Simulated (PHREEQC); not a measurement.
PHREEQC input (ion-association model, wateq4f.dat):

```
SOLUTION_MASTER_SPECIES
  An  An-  0  An  62.0  # stands for a non-complexing anion
SOLUTION_SPECIES
  An- = An-
    -log_k 0
    -gamma 3.0 0
PHASES
  Fix_H+
    H+ = H+
    -log_k 0
SOLUTION 1
  temp 25
  units mmol/kgw
  pH 7 charge
  Cl 1.38
  Cu(2) 0.48
  Mg 0.21
  B 0.15
  Na 100
  An 100
END
SELECTED_OUTPUT 1
  -reset false
  -pH true
  -pe true
  -ionic_strength true
  -water true
  -totals B Cl Cu Mg Na Cu(1) Cu(2)
  -molalities Hfo_wOH Hfo_wOH2+ Hfo_wO- Hfo_sOH Hfo_sOH2+ Hfo_sO- Hfo_wOMg+ Hfo_wH2BO3 Hfo_sOCu+ Hfo_wOCu+
  -saturation_indices Brucite Cu(OH)2 Atacamite Halite
USER_PUNCH 1
  -headings sigma psi
  10 PUNCH EDL("sigma", "Hfo"), EDL("psi", "Hfo")
PRINT
  -reset false
USE solution 1
SURFACE 1
  Hfo_wOH 0.00103371 600 0.46
  Hfo_sOH 2.58427e-05
EQUILIBRIUM_PHASES 1
  Fix_H+ -3 HAn 10
    -force_equality true
  O2(g) -0.68 10
END
# ... the last block is repeated for the other 16 points of pH, with NaOH or the acid as the point needs
```

Selected output (columns that matter, 15 of 17 rows; pH added in front):

```
pH	mu	B	Cu	Mg	Na	m_Hfo_wOH	m_Hfo_wOH2+	m_Hfo_wO-	si_Brucite	si_Cu(OH)2	si_Atacamite	si_Halite	sigma	psi
3	0.1038	0.00014999	0.00047977	0.00021	0.1	1.9347e-05	0.0010143	8.4539e-09	-14.915	-6.3647	-8.7665	-5.6684	0.36349	0.15206
3.38	0.10308	0.00014997	0.00047875	0.00021	0.1	4.3475e-05	0.00098994	4.3739e-08	-14.155	-5.6047	-7.6263	-5.6678	0.35483	0.151
3.75	0.10275	0.00014994	0.00047425	0.00021	0.1	8.8783e-05	0.00094353	1.9138e-07	-13.414	-4.8684	-6.5236	-5.6676	0.3386	0.14869
4.12	0.10255	0.0001499	0.00046106	0.00021	0.1	0.00016274	0.00086455	7.0173e-07	-12.674	-4.1404	-5.4376	-5.6674	0.31231	0.14462
4.88	0.10207	0.00014977	0.0003599	0.00021	0.1	0.00036428	0.00056835	5.3488e-06	-11.154	-2.7276	-3.3717	-5.667	0.23908	0.13114
5.25	0.10164	0.00014972	0.00023381	0.00021	0.1	0.0004329	0.00036803	1.1665e-05	-10.413	-2.1748	-2.6358	-5.6667	0.21074	0.12485
5.62	0.10143	0.0001497	0.00011671	0.00021	0.10018	0.00046585	0.00020566	2.4175e-05	-9.6729	-1.7376	-2.1312	-5.6657	0.19049	0.1198
6	0.10139	0.0001497	4.7649e-05	0.00020999	0.10037	0.0004722	0.00010652	4.7953e-05	-8.9129	-1.3712	-1.7783	-5.6648	0.17164	0.11457
6.38	0.10139	0.00014971	1.7949e-05	0.00020996	0.10049	0.00045563	5.5195e-05	8.6164e-05	-8.1529	-1.055	-1.5261	-5.6642	0.15072	0.10806
6.75	0.10141	0.00014973	7.5308e-06	0.00020989	0.10058	0.00042066	2.9789e-05	0.00013608	-7.4131	-0.7769	-1.3399	-5.6639	0.12804	0.099966
7.12	0.10144	0.00014976	4.757e-06	0.00020968	0.10066	0.00037402	1.6608e-05	0.00019295	-6.6736	-0.5205	-1.1971	-5.6636	0.10459	0.090069
7.88	0.10151	0.00014983	8.2155e-06	0.00020655	0.1008	0.00027243	5.5566e-06	0.00030599	-5.1603	-0.0484	-1.0128	-5.663	0.061081	0.065098
8.25	0.10154	0.00014987	1.3431e-05	0.0001992	0.10087	0.00022512	3.2843e-06	0.00035348	-4.4361	0.1749	-0.9363	-5.6627	0.044424	0.051818
8.62	0.10156	0.00014991	2.4057e-05	0.00018082	0.10097	0.00017558	1.7798e-06	0.00039681	-3.7384	0.4304	-0.7953	-5.6623	0.031453	0.039286
9	0.10157	0.00014995	4.8061e-05	0.00014607	0.10111	0.00012646	8.3992e-07	0.00043615	-3.0715	0.7316	-0.5729	-5.6617	0.02112	0.027667
```

Along this series the solution becomes supersaturated in solids that the run did not let form, among them Cu(OH)2. Complexes and solids missing from the database can't appear. The database's constant for dissolved Cu(OH)2 is higher than later reviews accept. The oxide is taken as insoluble; below pH 4 it would dissolve.
